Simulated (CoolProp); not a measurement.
Vapour-liquid equilibrium of toluene (1) + o-xylene (2) at 437.9 K; x and y are mole fractions of (1).

Computed with CoolProp (multi-fluid Helmholtz-energy mixture model, Lemmon 2006 and Zhou 2012; pair parameters Bell 2016).

```json
[
 {"x": "0.05", "bubble pressure, mixture model (kPa)": "178.6", "bubble pressure, Raoult's law (kPa)": "179.3", "y, mixture model": "0.098", "y, Raoult's law": "0.106"},
 {"x": "0.2", "bubble pressure, mixture model (kPa)": "209.2", "bubble pressure, Raoult's law (kPa)": "211.0", "y, mixture model": "0.345", "y, Raoult's law": "0.360"},
 {"x": "0.35", "bubble pressure, mixture model (kPa)": "241.0", "bubble pressure, Raoult's law (kPa)": "242.7", "y, mixture model": "(withheld)", "y, Raoult's law": "0.548"},
 {"x": "0.5", "bubble pressure, mixture model (kPa)": "273.1", "bubble pressure, Raoult's law (kPa)": "274.4", "y, mixture model": "(withheld)", "y, Raoult's law": "0.692"},
 {"x": "0.65", "bubble pressure, mixture model (kPa)": "305.3", "bubble pressure, Raoult's law (kPa)": "306.0", "y, mixture model": "(withheld)", "y, Raoult's law": "0.807"},
 {"x": "0.8", "bubble pressure, mixture model (kPa)": "337.3", "bubble pressure, Raoult's law (kPa)": "337.7", "y, mixture model": "0.892", "y, Raoult's law": "0.900"},
 {"x": "0.95", "bubble pressure, mixture model (kPa)": "369.2", "bubble pressure, Raoult's law (kPa)": "369.4", "y, mixture model": "(withheld)", "y, Raoult's law": "0.977"}
]
```

Problem. What belongs in the gaps?

Solution. 
- 0.35, y, mixture model: 0.533
- 0.5, y, mixture model: 0.679
- 0.65, y, mixture model: 0.796
- 0.95, y, mixture model: 0.975

The largest gap from Raoult's law is -0.9 % in bubble pressure, at x = 0.2. No azeotrope shows between x = 0.05 and 0.95.

Pair parameters are fitted to limited data, so mixtures are less certain than the pure fluids.
